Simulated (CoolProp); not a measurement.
Vapour-liquid equilibrium of R1234yf (1) + isobutane (2) at 50.15 °C; x and y are mole fractions of (1).

Model: multi-fluid Helmholtz-energy mixture model, Lemmon 2022 and Bücker 2006; pair parameters Bell 2016, in CoolProp.

```csv
x,"bubble pressure, mixture model (kPa)","bubble pressure, Raoult's law (kPa)","y, mixture model","y, Raoult's law"
0.05,784.8,718.4,0.144,0.091
0.125,901.8,764.9,0.285,0.214
0.2,992.3,811.3,0.380,0.322
0.275,1064,857.8,0.451,0.419
0.35,1122,904.3,0.509,0.506
0.425,1170,950.8,0.561,0.584
0.5,1211,997.2,0.609,0.655
0.575,1245,1044,0.657,0.720
0.65,1273,1090,0.706,0.779
0.725,1294,1137,0.758,0.834
0.8,1309,1183,0.815,0.884
0.875,1316,1230,0.877,0.930
0.95,1314,1276,0.948,0.973
```

The largest gap from Raoult's law is +24.1 % in bubble pressure, at x = 0.35. y crosses x between x = 0.875 and 0.95: the model has an azeotrope there.

Pair parameters are fitted to limited data, so mixtures are less certain than the pure fluids.
